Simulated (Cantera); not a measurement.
# Stirred combustor or abatement burner

A perfectly stirred reactor is fed with 20.9 % H2, 10.8 % O2, 67.9 % N2, 0.480 % NO, at 7500 Torr; it is adiabatic with a 775 K inlet, and is followed from long to short residence time, starting on the burning branch (τ in s: 0.056, 0.024, 0.01, 0.0045, 0.002, 0.00086, 0.00037, 0.00016, 7e-05, 3e-05).

Detailed kinetics in Cantera: GRI-Mech 3.0 (53 species, 325 reactions). The hydrogen kinetics of GRI-Mech 3.0 are dated; newer H2 mechanisms differ, most at raised pressure. The mechanism lacks 2 NO + O2 → 2 NO2 and HONO, so NO2 and the effect of NO are under-described below about 1400 K.

```csv
τ (s),T (K),x H2,x O2,x NO,x N2,x H2O2
0.056,2286,0.00210,0.00503,0.00313,0.758,2.26e-7
0.024,2284,0.00227,0.00488,0.00360,0.757,2.28e-7
0.010,2280,0.00262,0.00480,0.00408,0.757,2.41e-7
0.0045,2274,0.00321,0.00489,0.00440,0.756,2.70e-7
0.0020,2265,0.00418,0.00519,0.00461,0.756,3.25e-7
0.00086,2250,0.00572,0.00578,0.00474,0.755,4.21e-7
0.00037,2229,0.00790,0.00668,0.00483,0.754,5.62e-7
0.00016,2199,0.0108,0.00793,0.00490,0.752,7.53e-7
7.0e-5,2158,0.0145,0.00960,0.00497,0.749,9.95e-7
3.0e-5,2100,0.0192,0.0119,0.00504,0.746,1.31e-6
```
x: mole fraction; the columns are a selection and need not sum to one.
